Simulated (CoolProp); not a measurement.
A simple Rankine cycle with cis-2-butene: condensing at 333.15 K, boiler at 2.22 MPa, turbine inlet 524 K, turbine efficiency 0.65, pump efficiency 0.7, no recuperator. Each further row changes one setting.

Model: reference Helmholtz-energy equation of state, Lemmon 2005, in CoolProp. It is a short technical equation, of lower accuracy than the large ones.

```tsv
case	thermal efficiency (%)	net work (kJ/kg)	heat in (kJ/kg)	turbine exit temperature (K)	volume ratio over the turbine
as stated	7.9	56.1	712	487.9	3.85
condensing temperature 325.15 K	8.9	65.0	731	483.0	4.71
boiler pressure 1.55 MPa	6.0	43.1	722	498.6	2.66
turbine efficiency 0.55	6.6	46.9	712	492.1	3.88
```
